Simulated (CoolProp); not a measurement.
Properties of CHF3 (R23) along the isotherm 475 K (Tc = 299.3 K, pc = 4.832 MPa, ω = 0.263).

Values from CoolProp's reference Helmholtz-energy equation of state, Penoncello 2003.

```json
[
 {"p (MPa)": "0.0764", "phase": "gas", "Z": "0.9990", "isothermal compressibility (1/MPa)": "13.10", "conductivity (mW/(m K))": "23.0", "fugacity coefficient": "0.9990"},
 {"p (MPa)": "0.119", "phase": "gas", "Z": "0.9985", "isothermal compressibility (1/MPa)": "8.416", "conductivity (mW/(m K))": "23.1", "fugacity coefficient": "0.9985"},
 {"p (MPa)": "0.185", "phase": "gas", "Z": "0.9977", "isothermal compressibility (1/MPa)": "5.418", "conductivity (mW/(m K))": "23.2", "fugacity coefficient": "0.9977"},
 {"p (MPa)": "0.288", "phase": "gas", "Z": "0.9964", "isothermal compressibility (1/MPa)": "3.485", "conductivity (mW/(m K))": "23.3", "fugacity coefficient": "0.9964"},
 {"p (MPa)": "0.449", "phase": "gas", "Z": "0.9943", "isothermal compressibility (1/MPa)": "2.240", "conductivity (mW/(m K))": "23.5", "fugacity coefficient": "0.9943"},
 {"p (MPa)": "0.699", "phase": "gas", "Z": "0.9912", "isothermal compressibility (1/MPa)": "1.443", "conductivity (mW/(m K))": "23.7", "fugacity coefficient": "0.9912"},
 {"p (MPa)": "1.09", "phase": "gas", "Z": "0.9864", "isothermal compressibility (1/MPa)": "0.9300", "conductivity (mW/(m K))": "24.1", "fugacity coefficient": "0.9864"},
 {"p (MPa)": "1.7", "phase": "gas", "Z": "0.9789", "isothermal compressibility (1/MPa)": "0.6007", "conductivity (mW/(m K))": "24.7", "fugacity coefficient": "0.9789"},
 {"p (MPa)": "2.64", "phase": "gas", "Z": "0.9676", "isothermal compressibility (1/MPa)": "0.3910", "conductivity (mW/(m K))": "25.7", "fugacity coefficient": "0.9676"},
 {"p (MPa)": "4.11", "phase": "gas", "Z": "0.9506", "isothermal compressibility (1/MPa)": "0.2551", "conductivity (mW/(m K))": "27.2", "fugacity coefficient": "0.9505"},
 {"p (MPa)": "6.4", "phase": "supercritical", "Z": "0.9263", "isothermal compressibility (1/MPa)": "0.1670", "conductivity (mW/(m K))": "29.7", "fugacity coefficient": "0.9252"},
 {"p (MPa)": "9.96", "phase": "supercritical", "Z": "0.8949", "isothermal compressibility (1/MPa)": "0.1088", "conductivity (mW/(m K))": "33.9", "fugacity coefficient": "0.8895"},
 {"p (MPa)": "15.5", "phase": "supercritical", "Z": "0.8671", "isothermal compressibility (1/MPa)": "0.06724", "conductivity (mW/(m K))": "40.8", "fugacity coefficient": "0.8434"},
 {"p (MPa)": "24.2", "phase": "supercritical", "Z": "0.8806", "isothermal compressibility (1/MPa)": "0.03576", "conductivity (mW/(m K))": "51.6", "fugacity coefficient": "0.7952"}
]
```

Thermal conductivity comes from a separate model (Shan 2000).
